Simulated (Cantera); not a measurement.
## Reactions in the system H-O-Sr

Standard-state values (1 bar) from the NASA 1993 polynomials, evaluated with Cantera. Values are per mole of reaction as written; species without (g) are pure solids or liquids, kept so even where they would boil at 1 bar.

2 OH(g) + 2 SrO + H2(g) = 2 Sr(OH)2

```csv
T (K),ΔH° (kJ),ΔS° (J/K),ΔG° (kJ),log10 K,condensed phases
448,-834.5,-421.2,-645.8,75.30,"SrO(s), Sr(OH)2(s)"
598,-831.6,-415.8,-582.9,50.92,"SrO(s), Sr(OH)2(s)"
748,-823.3,-403.7,-521.4,36.41,"SrO(s), Sr(OH)2(s)"
898,-765.2,-330.5,-468.4,27.25,"SrO(s), Sr(OH)2(l)"
1048,-748.4,-313.2,-420.2,20.94,"SrO(s), Sr(OH)2(l)"
1198,-732.2,-298.7,-374.3,16.32,"SrO(s), Sr(OH)2(l)"
1348,-716.6,-286.5,-330.4,12.80,"SrO(s), Sr(OH)2(l)"
1498,-701.7,-276.0,-288.3,10.05,"SrO(s), Sr(OH)2(l)"
1648,-687.3,-266.8,-247.6,7.85,"SrO(s), Sr(OH)2(l)"
```
